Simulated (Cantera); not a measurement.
Cantera run, input and output.

```python
import numpy as np
import cantera as ct

gas = ct.Solution("gri30.yaml")
gas.TPX = 523, 1000000, {'CO': 1, 'H2': 0.043, 'O2': 0.567, 'N2': 2.13}
flame = ct.FreeFlame(gas, width=0.008)
flame.set_refine_criteria(ratio=3, slope=0.08, curve=0.16)
flame.transport_model = "mixture-averaged"
flame.solve(loglevel=0, auto=True)
z, T = flame.grid, flame.T
thick = (T[-1] - T[0]) / np.gradient(T, z).max()
show = ['CO', 'H2', 'O2', 'H2O2', 'NO', 'HO2']
print(f"laminar burning velocity  {flame.velocity[0] * 100:.3f} cm/s")
print(f"burnt temperature         {T[-1]:.1f} K")
print(f"thermal thickness         {thick * 1e3:.4f} mm")
print(f"grid points               {len(z)}")
z0 = z[flame.heat_release_rate.argmax()]
print(f"{'z/mm':>9s}{'T/K':>9s}{'u/(m/s)':>9s}" + "".join(f"{s:>11s}" for s in show))
rows = []
for k in (-3, -2, -1.5, -1, -0.5, -0.25, 0, 0.25, 0.5, 1, 2, 4, 8):
    zz = z0 + k * thick
    rows.append([k * thick, np.interp(zz, z, T), np.interp(zz, z, flame.velocity),
                 *(np.interp(zz, z, flame.X[gas.species_index(s)]) for s in show)])
    print(f"{rows[-1][0] * 1e3:9.3f}{rows[-1][1]:9.1f}{rows[-1][2]:9.3f}" + "".join(f"{x:11.3e}" for x in rows[-1][3:]))
```

It prints:

```
laminar burning velocity  49.716 cm/s
burnt temperature         2531.8 K
thermal thickness         0.0844 mm
grid points               118
     z/mm      T/K  u/(m/s)         CO         H2         O2       H2O2         NO        HO2
   -0.253    523.0    0.497  2.674e-01  1.133e-02  1.516e-01  6.701e-09  3.494e-11  7.169e-09
   -0.169    523.3    0.497  2.675e-01  1.092e-02  1.517e-01  9.420e-08  4.967e-10  1.001e-07
   -0.127    524.8    0.498  2.676e-01  1.032e-02  1.517e-01  5.575e-07  2.992e-09  5.910e-07
   -0.084    537.6    0.510  2.673e-01  8.927e-03  1.516e-01  5.274e-06  3.148e-08  5.787e-06
   -0.042    708.1    0.667  2.559e-01  5.658e-03  1.457e-01  6.812e-05  1.120e-06  1.213e-04
   -0.021   1076.5    0.998  2.230e-01  3.282e-03  1.280e-01  9.661e-05  9.195e-06  3.311e-04
    0.000   1548.9    1.393  1.648e-01  1.150e-03  9.529e-02  2.383e-06  2.707e-05  1.244e-04
    0.021   1859.7    1.629  1.161e-01  5.228e-04  6.851e-02  4.926e-07  5.419e-05  5.196e-05
    0.042   2034.5    1.755  8.979e-02  4.922e-04  5.531e-02  2.869e-07  8.502e-05  2.868e-05
    0.084   2210.8    1.881  6.735e-02  4.459e-04  4.494e-02  1.621e-07  1.458e-04  1.299e-05
    0.169   2350.6    1.979  5.042e-02  3.392e-04  3.741e-02  9.450e-08  2.600e-04  5.694e-06
    0.338   2449.8    2.047  3.738e-02  2.477e-04  3.145e-02  6.187e-08  4.655e-04  3.039e-06
    0.675   2507.1    2.085  2.935e-02  1.932e-04  2.761e-02  4.935e-08  8.155e-04  2.231e-06
```

Cantera simulation using GRI-Mech 3.0 (53 species, 325 reactions); the numbers are that mechanism's predictions, not measurements. The hydrogen kinetics of GRI-Mech 3.0 are dated; newer H2 mechanisms differ, most at raised pressure. Burning velocities carry a grid error of a few per cent, more on coarse grids.
